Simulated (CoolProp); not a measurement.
Vapour pressure (MPa) of CF4 (R14): the reference equation beside estimates from Tc = 227.4 K, pc = 3.762 MPa, ω = 0.178. Clausius-Clapeyron is anchored at 187.8 K with a constant enthalpy of vaporisation of 9.126 kJ/mol.

Model: reference Helmholtz-energy equation of state, Platzer 1990, in CoolProp. This equation is an older, rougher fit; its heat capacities, sound speeds and derivatives of the liquid may be far off and weren't checked against measurements.

```csv
T (K),reference,Lee-Kesler,Clausius-Clapeyron,van der Waals,Redlich-Kwong,Soave-Redlich-Kwong,Peng-Robinson
178,0.6431,0.6508,0.7079,1.303,0.7910,0.6534,0.6465
181.3,0.7440,0.7529,0.7920,1.420,0.9032,0.7569,0.7484
184.5,0.8527,0.8625,0.8797,1.539,1.022,0.8683,0.8581
187.8,0.9766,0.9873,0.9766,1.668,1.155,0.9953,0.9834
191.1,1.113,1.125,1.080,1.804,1.300,1.135,1.122
194.3,1.259,1.271,1.188,1.943,1.452,1.284,1.269
197.6,1.423,1.436,1.305,2.092,1.620,1.452,1.436
200.8,1.597,1.610,1.426,2.243,1.796,1.630,1.612
204.1,1.793,1.806,1.558,2.406,1.990,1.829,1.810
207.3,1.999,2.012,1.692,2.571,2.191,2.038,2.019
210.6,2.230,2.243,1.839,2.748,2.411,2.271,2.253
213.9,2.481,2.494,1.993,2.932,2.646,2.523,2.505
217.1,2.744,2.757,2.149,3.118,2.888,2.786,2.770
220.4,3.039,3.052,2.318,3.316,3.152,3.076,3.064
```

Absolute difference from the reference over all 14 rows, mean and median: Lee-Kesler 0.8 and 0.9 %, Clausius-Clapeyron 11.3 and 10.4 %, van der Waals 48.3 and 43.7 %, Redlich-Kwong 13.2 and 13.2 %, Soave-Redlich-Kwong 1.8 and 1.9 %, Peng-Robinson 0.8 and 0.9 %.
